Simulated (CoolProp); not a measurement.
Vapour-liquid equilibrium of ethanol (1) + cyclohexane (2) at 0.547 MPa; x and y are mole fractions of (1).

Computed with CoolProp (multi-fluid Helmholtz-energy mixture model, Schroeder 2014 and Zhou 2014; pair parameters Bell 2016).

| x | bubble temperature, mixture model (K) | bubble temperature, Raoult's law (K) | y, mixture model | y, Raoult's law |
|---|---|---|---|---|
| 0.05 | 412.4 | 420.8 | 0.205 | 0.085 |
| 0.2 | 399.7 | 416.1 | 0.450 | 0.299 |
| 0.35 | ___ | 412.4 | 0.531 | 0.474 |
| 0.5 | 395.1 | 409.2 | ___ | 0.621 |
| 0.65 | 394.9 | 406.5 | ___ | 0.750 |
| 0.8 | 395.9 | 404.2 | ___ | 0.864 |
| 0.95 | 399.5 | 402.1 | 0.905 | 0.968 |

Task: What belongs in the gaps?

Result: 
- 0.35, bubble temperature, mixture model (K): 396.2
- 0.5, y, mixture model: 0.577
- 0.65, y, mixture model: 0.628
- 0.8, y, mixture model: 0.719

The largest gap from Raoult's law is -16.4 K in bubble temperature, at x = 0.2. y crosses x between x = 0.5 and 0.65: the model has an azeotrope there.

Pair parameters are fitted to limited data, so mixtures are less certain than the pure fluids.
